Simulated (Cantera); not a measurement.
Chlorosilane synthesis and conversion: Si + Cl2 + H2

Charge: 1 mol Si, 0.6 mol Cl2, a varied amount of H2, held at 700 K and 13000 Pa.

Method: chemical equilibrium by Gibbs-energy minimisation in Cantera with the NASA 1993 tables (ideal gas, pure condensed phases). Candidate condensed phases: Si; 19 gas species. The tables' values for SiCl3 are old estimates; treat these amounts as uncertain. Kinetics and transport are ignored.

From 0.85 mol H2 to 12 mol H2 the condensed part is Si(s). The main Si-bearing gas is SiCl4 throughout. The share of Si in condensed phases is highest at 0.85 mol H2 (68.2 %) and lowest at 12 mol H2 (66.7 %).

```tsv
n(H2) (mol)	x H2	x SiCl4	x SiHCl3	x SiH2Cl2	n Si(s)
0.85	0.719	0.219	0.0605	0.00110	0.682
1.1	0.769	0.177	0.0533	0.00106	0.681
1.4	0.809	0.143	0.0467	0.00100	0.680
1.8	0.845	0.114	0.0401	0.000933	0.678
2.3	0.874	0.0901	0.0343	0.000860	0.677
2.9	0.897	0.0719	0.0294	0.000788	0.676
3.7	0.918	0.0564	0.0248	0.000714	0.674
4.7	0.934	0.0443	0.0208	0.000644	0.673
6	0.947	0.0344	0.0174	0.000576	0.672
7.7	0.958	0.0265	0.0144	0.000511	0.670
9.8	0.967	0.0206	0.0119	0.000454	0.669
12	0.973	0.0166	0.0102	0.000410	0.667
```
x: gas mole fraction; n: condensed amount in mol.
